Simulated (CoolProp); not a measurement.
100 sccm (0 °C, 1 atm) of nitrogen bubbles through liquid benzene at 293.5 K and leaves saturated at a total pressure of 0.15 MPa (ideal gas phase). Each further row changes one setting.

The numbers come from the reference Helmholtz-energy equation of state, Thol 2012 in CoolProp.

```json
[
 {"case": "as stated", "vapour pressure (kPa)": "10.2", "mole fraction of vapour": "?", "delivery (mg/min)": "?", "delivery (sccm)": "?", "change of delivery for a bath 1 K warmer (%)": "5.3"},
 {"case": "bath temperature 298.5 K", "vapour pressure (kPa)": "12.9", "mole fraction of vapour": "0.0860", "delivery (mg/min)": "?", "delivery (sccm)": "9.41", "change of delivery for a bath 1 K warmer (%)": "?"},
 {"case": "total pressure 0.3 MPa", "vapour pressure (kPa)": "10.2", "mole fraction of vapour": "?", "delivery (mg/min)": "12.3", "delivery (sccm)": "?", "change of delivery for a bath 1 K warmer (%)": "?"}
]
```

Q: Fill in the missing entries.

A: 
- as stated, mole fraction of vapour: 0.0680
- as stated, delivery (mg/min): 25.4
- as stated, delivery (sccm): 7.30
- bath temperature 298.5 K, delivery (mg/min): 32.8
- bath temperature 298.5 K, change of delivery for a bath 1 K warmer (%): 5.2
- total pressure 0.3 MPa, mole fraction of vapour: 0.0340
- total pressure 0.3 MPa, delivery (sccm): 3.52
- total pressure 0.3 MPa, change of delivery for a bath 1 K warmer (%): 5.1
